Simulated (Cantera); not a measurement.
A Cantera script and what it prints.

```python
import numpy as np
import cantera as ct

gas_names = [...]  # 136 gases of nasa_gas.yaml made of C, H, N, O
cond_names = """
    C(gr) C6H6(L) C7H8(L) C8H18(L),n-octa H2O(s) H2O(L)
""".split()


# ... load() reads the species with a 1 bar reference pressure and builds the phases ...
atoms = {
    'CH3OH': {'C': 1, 'H': 4, 'O': 1},
    'CO2': {'C': 1, 'O': 2},
    'N2': {'N': 2},
}
top_T = {'C(gr)': 4500}  # K; cautious upper limits of use, not melting points


# ... equilibrate(T, P, feed) seeds the gas with the atoms and calls Mixture.equilibrate('TP', solver="vcs", rtol=1e-11, max_steps=5000) ...
results = []
feed = {'CH3OH': 1, 'CO2': 0.03, 'N2': 21}  # mol
T = 1348.15  # K
P = 100000  # Pa
mix = equilibrate(T, P, feed)
results.append((T, P, feed, dict(zip(mix.species_names, mix.species_moles))))
print(gas.report(threshold=0.0001))
for i in range(1, mix.n_phases):
    print(f"{mix.phase(i).name:16s} {mix.phase_moles(i):12.5e} mol")
```

It prints:

```
       temperature   1348.2 K
          pressure   1e+05 Pa
           density   0.2308 kg/m^3
  mean mol. weight   25.87 kg/kmol
   phase of matter   gas

                          1 kg             1 kmol
                     ---------------   ---------------
          enthalpy        1.0812e+06        2.7971e+07  J
   internal energy        6.4791e+05        1.6762e+07  J
           entropy            9168.6        2.3719e+05  J/K
    Gibbs function       -1.1279e+07        -2.918e+08  J
 heat capacity c_p            1316.8             34066  J/K
 heat capacity c_v            995.41             25751  J/K

                      mass frac. Y      mole frac. X     chem. pot. / RT
                     ---------------   ---------------   ---------------
                CO          0.046123          0.042599           -39.455
               CO2        0.00044534        0.00026179           -73.032
                H2         0.0064083          0.082234           -20.796
               H2O        0.00068889        0.00098926           -54.373
                N2           0.94633           0.87391           -25.825
     [ +131 minor]        3.9007e-06        5.5432e-06

C(gr)             0.00000e+00 mol
```

Cantera equilibrium calculation (NASA polynomials, part measured and part estimated; ideal gas, pure solids and liquids).
